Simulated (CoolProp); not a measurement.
The fluid at 283.36 K and 15.4 MPa is throttled through a valve to 9.07 MPa with no heat exchange. The same conditions are run with several fluids, on thermodynamics alone (safety and materials aside).

The numbers come from the reference Helmholtz-energy equation of state of each fluid (fluorine: de Reuck 1990; nitrogen: Span 2000; oxygen: Schmidt 1985; methane: Setzmann 1991; dry air: Lemmon 2000) in CoolProp. Blends and air are pseudo-pure fits.

```tsv
fluid	temperature change (K)	final density (kg/m³)
fluorine	-9.7	159
nitrogen	…	…
oxygen	…	140
methane	…	87.0
dry air	…	…
```

Fill in the missing entries.


- nitrogen, temperature change (K): -8.9
- nitrogen, final density (kg/m³): 113
- oxygen, temperature change (K): -13.6
- methane, temperature change (K): -20.5
- dry air, temperature change (K): -10.0
- dry air, final density (kg/m³): 119
